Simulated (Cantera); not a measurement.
## Low-pressure radical oxidation in H2/O2

An isothermal, constant-pressure homogeneous reactor starts with 14.5 % H2, 85.5 % O2, equivalence ratio 0.085, at 1225 K and 140 Pa.

Computed with Cantera and the H2/O2 subset of GRI-Mech 3.0, which has no nitrogen chemistry. Radical loss at walls, strong at low pressure, is not modelled. The temperature is held fixed by assumption; the heat of reaction is taken as removed at once.

```json
[
 {"t (s)": "7.00e-5", "x H2": "0.145", "x O2": "0.855", "x OH": "9.86e-11", "x HO2": "1.33e-9", "x O": "1.04e-10"},
 {"t (s)": "0.000159", "x H2": "0.145", "x O2": "0.855", "x OH": "4.42e-10", "x HO2": "3.03e-9", "x O": "4.94e-10"},
 {"t (s)": "0.000363", "x H2": "0.145", "x O2": "0.855", "x OH": "1.80e-9", "x HO2": "6.90e-9", "x O": "2.23e-9"},
 {"t (s)": "0.000825", "x H2": "0.145", "x O2": "0.855", "x OH": "7.33e-9", "x HO2": "1.57e-8", "x O": "1.04e-8"},
 {"t (s)": "0.00188", "x H2": "0.145", "x O2": "0.855", "x OH": "4.80e-8", "x HO2": "3.57e-8", "x O": "7.39e-8"},
 {"t (s)": "0.00427", "x H2": "0.145", "x O2": "0.855", "x OH": "1.67e-6", "x HO2": "8.20e-8", "x O": "2.62e-6"},
 {"t (s)": "0.00973", "x H2": "0.128", "x O2": "0.844", "x OH": "0.00346", "x HO2": "3.79e-7", "x O": "0.00579"},
 {"t (s)": "0.0221", "x H2": "0.00547", "x O2": "0.759", "x OH": "0.00862", "x HO2": "7.00e-7", "x O": "0.0692"},
 {"t (s)": "0.0504", "x H2": "0.00524", "x O2": "0.761", "x OH": "0.00846", "x HO2": "7.01e-7", "x O": "0.0685"},
 {"t (s)": "0.115", "x H2": "0.00509", "x O2": "0.764", "x OH": "0.00836", "x HO2": "7.07e-7", "x O": "0.0657"},
 {"t (s)": "0.261", "x H2": "0.00474", "x O2": "0.772", "x OH": "0.00811", "x HO2": "7.16e-7", "x O": "0.0597"},
 {"t (s)": "0.594", "x H2": "0.00398", "x O2": "0.786", "x OH": "0.00750", "x HO2": "7.28e-7", "x O": "0.0481"},
 {"t (s)": "1.35", "x H2": "0.00260", "x O2": "0.809", "x OH": "0.00614", "x HO2": "7.14e-7", "x O": "0.0296"},
 {"t (s)": "3.08", "x H2": "0.00105", "x O2": "0.830", "x OH": "0.00395", "x HO2": "5.87e-7", "x O": "0.0114"},
 {"t (s)": "7.00", "x H2": "0.000251", "x O2": "0.840", "x OH": "0.00194", "x HO2": "3.25e-7", "x O": "0.00270"}
]
```
x: mole fraction; the columns are a selection and need not sum to one.

Equilibrium at this temperature and pressure: H2 9.71e-8, O2 0.843, OH 3.84e-5, HO2 1.21e-8, O 1.04e-6 (gas phase only).
